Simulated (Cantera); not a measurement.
A closed system holds: 1 mol FeS₂, 1.1 mol H₂, equilibrated at 702 °C and 1.20 bar.

These are equilibrium values from Cantera (NASA tables, ideal gas, pure condensed phases), not measurements of a reactor. Candidate condensed phases: Fe, FeS, FeS₂, S; 8 gas species. FeS: taken at fixed stoichiometry. Gases not in the tables: S₃ to S₇. Kinetics and transport are ignored.

Base state: H₂S 0.902, H₂ 0.0954, S₂ 0.00232 (mole fractions); condensed: FeS(s).

Problem. What changes in the equilibrium state with this change: temperature from 702 °C to 1625 °C?

Solution. 
```tsv
species	before	after
H₂	0.0954	0.533
S₂	0.00232	0.227
H₂S	0.902	0.220
SH	9.69e-6	0.0196
S	<1e-9	0.000684
H	<1e-9	0.000521
FeS(s), mol	1.00	0
FeS(l), mol	0	1.000
```
